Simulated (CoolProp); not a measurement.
The fluid at 298.15 K and 0.0478 MPa flows at 3.5 m/s in a round tube of 20 mm bore and 15 µm roughness, fully developed (64/Re and Nu = 3.66 if laminar; Colebrook and Gnielinski if turbulent). The same conditions are run with several fluids, on thermodynamics alone (safety and materials aside).

The numbers come from the reference Helmholtz-energy equation of state of each fluid (R123: Younglove 1994; R125: Lemmon 2005; R236EA: Rui 2013; isobutane: Bücker 2006; R134a: Tillner-Roth 1994) in CoolProp.

**Question.** Rank R123, R125, R236EA, isobutane, R134a by Reynolds number, highest first.

**Answer.** R123 (19600), R236EA (19100), R125 (12600), R134a (11700), isobutane (10600)

```tsv
fluid	Darcy friction factor	pressure drop (Pa/m)	heat-transfer coefficient (W/(m² K))	mass flow (kg/h)
R123	0.0276	25.4	26.2	11.9
R125	0.0303	21.7	26.4	9.23
R236EA	0.0277	25.3	36.1	11.8
isobutane	0.0316	11.0	27.8	4.49
R134a	0.0308	18.8	24.0	7.86
```

Transport values come from each fluid's own correlations; those of R236EA, R134a are estimates that may be off by 10 % or more.
